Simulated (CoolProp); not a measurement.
Vapour-liquid equilibrium of C2F6 (R116) (1) + propane (2) at -5.15 °C; x and y are mole fractions of (1).

Values from CoolProp's multi-fluid Helmholtz-energy mixture model, Lemmon 2006 and Lemmon 2009; pair parameters Bell 2016.

**Question.** Give the bubble pressure and the first vapour's composition at x = 0.125, 0.275, 0.95. Is there an azeotrope?

**Answer.** x = 0.125: 0.9262 MPa, y = 0.556; x = 0.275: 1.185 MPa, y = 0.661; x = 0.95: 1.595 MPa, y = 0.955. No azeotrope shows between x = 0.05 and 0.95.

The pair parameters rest on a limited set of measurements; away from them the model extrapolates. With so large a gap from Raoult's law the liquid may split in two, which this calculation doesn't test in full.
